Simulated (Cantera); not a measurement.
Feed: 1 mol Si₃N₄, 0.0052 mol H₂O, 3 mol N₂, 0.18 mol CO₂, equilibrated at 2000 K and 0.133 bar.

Method: chemical equilibrium by Gibbs-energy minimisation in Cantera with the NASA 1993 tables (ideal gas, pure condensed phases). Candidate condensed phases: C, C₆H₆, C₇H₈, C₈H₁₈, H₂O, Si, SiC, SiO₂, Si₂N₂O, Si₃N₄; 151 gas species. Mutual solubility and eutectic melting of coexisting phases are not modelled. The tables' values for SiN are old estimates; treat these amounts as uncertain. Rates play no part.

Base state: N₂ 0.931, SiO 0.0514, CO 0.0166, H₂ 0.000888, Si 0.000327, H 0.000133, Si₂N 3.93e-5, SiN 2.99e-5 (mole fractions); condensed: Si(l) + SiC(s).

### Question
What changes in the equilibrium state with this change: H₂O from 0.0052 to 0.033 mol?

### Answer
| species | before | after |
|---|---|---|
| N₂ | 0.931 | 0.921 |
| SiO | 0.0514 | 0.0547 |
| CO | 0.0166 | 0.0177 |
| H₂ | 0.000888 | 0.00587 |
| H | 0.000133 | 0.000341 |
| HCN | 2.32e-5 | 5.95e-5 |
| Si(l), mol | 2.63 | 2.62 |
| SiC(s), mol | 0.0907 | 0.0837 |

### Question
What changes in the equilibrium state with this change: pressure from 0.133 bar to 1 atm?

### Answer
```
species           before    after
--------------  --------  -------
N₂                 0.931    0.985
CO                0.0166   0.0107
SiO               0.0514  0.00300
Si₂N             3.93e-5  1.33e-6
Si              0.000327  1.29e-5
Si(l), mol          2.63        0
SiC(s), mol       0.0907    0.145
Si₂N₂O(s), mol         0    0.320
Si₃N₄(s), mol          0    0.735
```

### Question
What changes in the equilibrium state with this change: temperature from 2000 K to 1625 K?

### Answer
| species | before | after |
|---|---|---|
| N₂ | 0.931 | 0.997 |
| H₂ | 0.000888 | 0.00157 |
| CO | 0.0166 | 0.00128 |
| SiO | 0.0514 | 1.61e-5 |
| Si₂N | 3.93e-5 | <1e-9 |
| Si | 0.000327 | 2.78e-8 |
| SiN | 2.99e-5 | 7.97e-9 |
| H | 0.000133 | 7.66e-6 |
| Si(l), mol | 2.63 | 0 |
| SiC(s), mol | 0.0907 | 0.176 |
| Si₂N₂O(s), mol | 0 | 0.361 |
| Si₃N₄(s), mol | 0 | 0.701 |
